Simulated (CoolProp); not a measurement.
Vapour-liquid equilibrium of methanol (1) + water (2) at 719 kPa; x and y are mole fractions of (1).

Values from CoolProp's multi-fluid Helmholtz-energy mixture model, de Reuck 1993 and Wagner 2002; pair parameters Bell 2016.

```json
[
 {"x": "0.05", "bubble temperature, mixture model (K)": "434.4", "bubble temperature, Raoult's law (K)": "435.7", "y, mixture model": "0.147", "y, Raoult's law": "0.130"},
 {"x": "0.15", "bubble temperature, mixture model (K)": "?", "bubble temperature, Raoult's law (K)": "429.4", "y, mixture model": "0.357", "y, Raoult's law": "0.337"},
 {"x": "0.25", "bubble temperature, mixture model (K)": "420.7", "bubble temperature, Raoult's law (K)": "423.9", "y, mixture model": "0.503", "y, Raoult's law": "0.493"},
 {"x": "0.35", "bubble temperature, mixture model (K)": "415.9", "bubble temperature, Raoult's law (K)": "419.1", "y, mixture model": "0.610", "y, Raoult's law": "0.615"},
 {"x": "0.45", "bubble temperature, mixture model (K)": "412.0", "bubble temperature, Raoult's law (K)": "414.8", "y, mixture model": "?", "y, Raoult's law": "0.711"},
 {"x": "0.55", "bubble temperature, mixture model (K)": "408.6", "bubble temperature, Raoult's law (K)": "410.9", "y, mixture model": "0.762", "y, Raoult's law": "0.788"},
 {"x": "0.65", "bubble temperature, mixture model (K)": "405.7", "bubble temperature, Raoult's law (K)": "407.4", "y, mixture model": "?", "y, Raoult's law": "0.851"},
 {"x": "0.75", "bubble temperature, mixture model (K)": "403.1", "bubble temperature, Raoult's law (K)": "404.2", "y, mixture model": "?", "y, Raoult's law": "0.903"},
 {"x": "0.85", "bubble temperature, mixture model (K)": "400.7", "bubble temperature, Raoult's law (K)": "401.3", "y, mixture model": "0.925", "y, Raoult's law": "0.947"},
 {"x": "0.95", "bubble temperature, mixture model (K)": "398.4", "bubble temperature, Raoult's law (K)": "398.6", "y, mixture model": "0.975", "y, Raoult's law": "0.984"}
]
```

Fill in the missing entries.


- 0.15, bubble temperature, mixture model (K): 426.7
- 0.45, y, mixture model: 0.694
- 0.65, y, mixture model: 0.821
- 0.75, y, mixture model: 0.875

The largest gap from Raoult's law is -3.2 K in bubble temperature, at x = 0.35. No azeotrope shows between x = 0.05 and 0.95.

Pair parameters are fitted to limited data, so mixtures are less certain than the pure fluids.
